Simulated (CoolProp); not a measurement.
Fluorine at 274.11 K and 0.933 MPa is throttled through a valve to 0.475 MPa with no heat exchange. Each further row changes one setting.

Values from CoolProp's reference Helmholtz-energy equation of state, de Reuck 1990.

| case | temperature change (K) | final density (kg/m³) |
|---|---|---|
| as stated | ___ | ___ |
| outlet pressure 0.142 MPa | -1.8 | ___ |
| outlet pressure 0.617 MPa | ___ | ___ |

Q: Some entries are withheld; supply them.

A: 
- as stated, temperature change (K): -1.0
- as stated, final density (kg/m³): 7.97
- outlet pressure 0.142 MPa, final density (kg/m³): 2.39
- outlet pressure 0.617 MPa, temperature change (K): -0.7
- outlet pressure 0.617 MPa, final density (kg/m³): 10.4
